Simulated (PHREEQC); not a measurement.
Make-up at 80 °C: 0.0022 mol HCl, 0.00088 mol Li2SO4 and 0.00026 mol MgSO4 per kg of water. Closed to the air; pH follows from the charge balance.

Computed with PHREEQC (ion-association model, wateq4f.dat).

No solid was allowed to form.

Order these S species by the share of S that they hold, largest first: LiSO4-, MgSO4, SO4-2, HSO4-.

SO4-2 (62 %), HSO4- (33 %), MgSO4 (5.1 %), LiSO4- (0.34 %)

The pH is 2.77 and the ionic strength 0.00490 mol/kgw. At this temperature some constants are extrapolated from 25 °C, and those without enthalpy data are left unchanged.
